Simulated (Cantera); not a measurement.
Input (Python, Cantera) and output of one run.

```python
import numpy as np
import cantera as ct

gas_names = """
    CL CL2 H HCL H2 N NH NH2 NH3 N2 N2H2 N2H4 Si SiCL SiCL2 SiCL3 SiCL4 SiH SiHCL3 SiH2 SiH2CL2 SiH3
    SiH3CL SiH4 SiN Si2 Si2N Si3
""".split()
cond_names = """
    NH4CL(a) NH4CL(b) Si(cr) Si(L) Si3N4(a)
""".split()


# ... load() reads the species with a 1 bar reference pressure and builds the phases ...
atoms = {
    'SiCl4': {'Si': 1, 'CL': 4},
    'NH3': {'N': 1, 'H': 3},
    'N2': {'N': 2},
}
top_T = {'Si3N4(a)': 2400}  # K; cautious upper limits of use, not melting points


# ... equilibrate(T, P, feed) seeds the gas with the atoms and calls Mixture.equilibrate('TP', solver="vcs", rtol=1e-11, max_steps=5000) ...
results = []
T = 1373  # K
P = 100000  # Pa
for m in [1.1, 4.1, 7.1, 10, 13, 16, 19, 22, 25, 28]:
    feed = {'SiCl4': 1, 'NH3': m, 'N2': 8.8}  # mol
    mix = equilibrate(T, P, feed)
    results.append((T, P, feed, dict(zip(mix.species_names, mix.species_moles))))
    x = sorted(zip(gas.X, gas.species_names), reverse=True)
    print(f"T = {T:g} K  P = {P:g} Pa  n(NH3) = {m:g} mol  gas = {mix.phase_moles(0):.4g} mol")
    print("   x: " + "  ".join(f"{s} {v:.3e}" for v, s in x if v > 0.001))
    print("   condensed (mol): " + ("  ".join(f"{mix.phase(i).name} {mix.phase_moles(i):.4g}"
          for i in range(1, mix.n_phases) if mix.phase_moles(i) > 1e-12) or "none"))
```

It prints:

```
T = 1373 K  P = 100000 Pa  n(NH3) = 1.1 mol  gas = 12.18 mol
   x: N2 7.401e-01  HCL 1.674e-01  H2 5.136e-02  SiCL4 3.810e-02  SiCL3 1.828e-03
   condensed (mol): Si3N4(a) 0.1665
T = 1373 K  P = 100000 Pa  n(NH3) = 4.1 mol  gas = 18.31 mol
   x: N2 5.597e-01  H2 2.363e-01  HCL 1.988e-01  SiCL4 4.314e-03
   condensed (mol): Si3N4(a) 0.3018
T = 1373 K  P = 100000 Pa  n(NH3) = 7.1 mol  gas = 24.33 mol
   x: N2 4.811e-01  H2 3.577e-01  HCL 1.601e-01
   condensed (mol): Si3N4(a) 0.3237
T = 1373 K  P = 100000 Pa  n(NH3) = 10 mol  gas = 30.13 mol
   x: N2 4.362e-01  H2 4.322e-01  HCL 1.312e-01
   condensed (mol): Si3N4(a) 0.3289
T = 1373 K  P = 100000 Pa  n(NH3) = 13 mol  gas = 36.13 mol
   x: H2 4.846e-01  N2 4.051e-01  HCL 1.100e-01
   condensed (mol): Si3N4(a) 0.3308
T = 1373 K  P = 100000 Pa  n(NH3) = 16 mol  gas = 42.13 mol
   x: H2 5.223e-01  N2 3.830e-01  HCL 9.456e-02
   condensed (mol): Si3N4(a) 0.3317
T = 1373 K  P = 100000 Pa  n(NH3) = 19 mol  gas = 48.13 mol
   x: H2 5.506e-01  N2 3.664e-01  HCL 8.288e-02
   condensed (mol): Si3N4(a) 0.3322
T = 1373 K  P = 100000 Pa  n(NH3) = 22 mol  gas = 54.13 mol
   x: H2 5.727e-01  N2 3.535e-01  HCL 7.374e-02
   condensed (mol): Si3N4(a) 0.3325
T = 1373 K  P = 100000 Pa  n(NH3) = 25 mol  gas = 60.13 mol
   x: H2 5.904e-01  N2 3.431e-01  HCL 6.642e-02
   condensed (mol): Si3N4(a) 0.3327
T = 1373 K  P = 100000 Pa  n(NH3) = 28 mol  gas = 66.13 mol
   x: H2 6.048e-01  N2 3.347e-01  HCL 6.041e-02
   condensed (mol): Si3N4(a) 0.3328
```

These are equilibrium values from Cantera (NASA tables, ideal gas, pure condensed phases), not measurements of a reactor. The tables' values for SiCl3 are old estimates; treat these amounts as uncertain.
